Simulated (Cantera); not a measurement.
A closed system holds: 1 mol Si, 0.54 mol Cl2, 18 mol H2, 0.73 mol HCl, at 233 Torr.

Method: chemical equilibrium by Gibbs-energy minimisation in Cantera with the NASA 1993 tables (ideal gas, pure condensed phases). Candidate condensed phases: Si; 19 gas species. The tables' values for SiCl3 are old estimates; treat these amounts as uncertain. The numbers say what is thermodynamically allowed, not how fast it happens.

Q: At 1000 °C, list the 4 most abundant gas species with their mole fractions, and the condensed phases.

A: H2 0.938, HCl 0.0450, SiCl2 0.00559, SiCl4 0.00487. Condensed: Si(s).
